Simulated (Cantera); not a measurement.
A perfectly stirred reactor is fed with 28.7 % H2, 15.0 % O2, 56.3 % N2, equivalence ratio 0.96, at 3750 Torr; it is adiabatic with a 500 K inlet, and is followed from long to short residence time, starting on the burning branch (τ in s: 0.076, 0.034, 0.015, 0.0069, 0.0031, 0.0014, 0.00063, 0.00028, 0.00013, 5.8e-05, 2.6e-05, 1.2e-05, 5.3e-06).

Model: the H2/O2 subset of GRI-Mech 3.0, which has no nitrogen chemistry, integrated in Cantera. The hydrogen kinetics of GRI-Mech 3.0 are dated; newer H2 mechanisms differ, most at raised pressure.

### Question
Predict: blow-out, bracketed by the residence times tried; x(H2) at τ = 76.0 ms; x(O2) at τ = 76.0 ms; x(HO2) at τ = 76.0 ms; x(OH) at τ = 76.0 ms; x(O) at τ = 76.0 ms; x(H2) at τ = 0.630 ms; x(O2) at τ = 0.630 ms; x(HO2) at τ = 0.630 ms; x(OH) at τ = 0.630 ms; x(O) at τ = 0.630 ms.

### Answer
```json
{
 "blow_out_bracketed_by_the_residence_times_tried": "burning at 5.30 µs, the shortest tried",
 "x(H2) at τ = 76.0 ms": "0.00957",
 "x(O2) at τ = 76.0 ms": "0.00960",
 "x(HO2) at τ = 76.0 ms": "3.97e-6",
 "x(OH) at τ = 76.0 ms": "0.00849",
 "x(O) at τ = 76.0 ms": "0.000702",
 "x(H2) at τ = 0.630 ms": "0.0145",
 "x(O2) at τ = 0.630 ms": "0.0116",
 "x(HO2) at τ = 0.630 ms": "6.19e-6",
 "x(OH) at τ = 0.630 ms": "0.0104",
 "x(O) at τ = 0.630 ms": "0.00117"
}
```
